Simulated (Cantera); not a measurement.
Charge: 1 mol SiHCl3, 12 mol H2, equilibrated at 1952 °C and 13000 Pa.

These are equilibrium values from Cantera (NASA tables, ideal gas, pure condensed phases), not measurements of a reactor. Candidate condensed phases: Si; 19 gas species. The tables' values for SiCl, SiCl3 are old estimates; treat these amounts as uncertain. Gases not in the tables: Si2H6 and higher silanes. Kinetics and transport are ignored.

Base state: H2 0.807, HCl 0.129, SiCl2 0.0388, H 0.0161, Si 0.00360, SiCl 0.00209, Cl 0.00187, SiH 0.000493 (mole fractions); condensed: Si(l).

**Question.** What changes in the equilibrium state with this change: temperature from 1952 °C to 1350 °C?

**Answer.** 
| species | before | after |
|---|---|---|
| H2 | 0.807 | 0.840 |
| HCl | 0.129 | 0.108 |
| SiCl2 | 0.0388 | 0.0485 |
| H | 0.0161 | 0.000176 |
| Si2 | 6.06e-5 | 3.45e-9 |
| Si3 | 1.17e-5 | <1e-9 |
| Si | 0.00360 | 1.20e-6 |
| SiH | 0.000493 | 7.98e-7 |
| SiCl4 | 1.13e-6 | 0.000294 |
| Si(l), mol | 0.352 | 0 |
| Si(s), mol | 0 | 0.278 |
The tables' values for SiCl3, SiCl are old estimates; treat these amounts as uncertain.
